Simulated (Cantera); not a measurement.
Thermodynamics of titanium nitride, carbide and oxide coatings, feed Ti + H2O

Charge: 1 mol Ti, 0.12 mol H2O, held at 1352 °C and 570 Torr.

Equilibrium computed with Cantera from the NASA thermochemical tables; the gas is ideal and each condensed phase is pure. Candidate condensed phases: H2O, Ti, TiO, TiO2, Ti2O3, Ti3O5, Ti4O7; 12 gas species. Mutual solubility and eutectic melting of coexisting phases are not modelled. TiO: taken at fixed stoichiometry. Condensed phases not in the tables: N, O or C dissolved in the metal. Equilibrium is a limit: real reactors are often held back by kinetics, nucleation or transport.

* **x(H2)**: 1.000
* **x(H)**: 8.09e-5
* **n(Ti(β))**: 0.880 mol
* **n(TiO(s))**: 0.120 mol
* **gas amount**: 0.1200 mol
* **log10 activity of Ti2O3(s) (absent)**: -2.88
* **log10 activity of Ti3O5(s) (absent)**: -6.49
* **log10 activity of Ti4O7(s) (absent)**: -10.51
